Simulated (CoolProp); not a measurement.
Vapour-liquid equilibrium of dimethyl carbonate (1) + n-octane (2) at 433.5 K; x and y are mole fractions of (1).

Computed with CoolProp (multi-fluid Helmholtz-energy mixture model, Zhou 2011 and Beckmüller 2019; pair parameters Bell 2016).

| x | bubble pressure, mixture model (kPa) | bubble pressure, Raoult's law (kPa) | y, mixture model | y, Raoult's law |
|---|---|---|---|---|
| 0.05 | 299.2 | 261.9 | 0.210 | 0.120 |
| 0.125 | 372.0 | 290.7 | … | 0.269 |
| 0.2 | 431.5 | 319.5 | … | 0.392 |
| 0.275 | 479.2 | 348.3 | 0.577 | 0.495 |
| 0.35 | 517.2 | 377.1 | 0.631 | 0.582 |
| 0.425 | 547.4 | 405.8 | 0.672 | 0.656 |
| 0.5 | … | 434.6 | 0.707 | 0.721 |
| 0.575 | 591.1 | 463.4 | 0.738 | 0.777 |
| 0.65 | 607.0 | 492.2 | 0.768 | 0.827 |
| 0.725 | 619.8 | 521.0 | 0.800 | 0.872 |
| 0.8 | 629.5 | 549.8 | 0.836 | 0.912 |
| 0.875 | 634.9 | 578.6 | 0.882 | 0.948 |
| 0.95 | 633.5 | 607.4 | … | 0.980 |

### Question
Complete the blanks.

### Answer

- 0.125, y, mixture model: 0.394
- 0.2, y, mixture model: 0.504
- 0.5, bubble pressure, mixture model (kPa): 571.5
- 0.95, y, mixture model: 0.944

The largest gap from Raoult's law is +37.6 % in bubble pressure, at x = 0.275. y crosses x between x = 0.875 and 0.95: the model has an azeotrope there.

Pair parameters are fitted to limited data, so mixtures are less certain than the pure fluids.
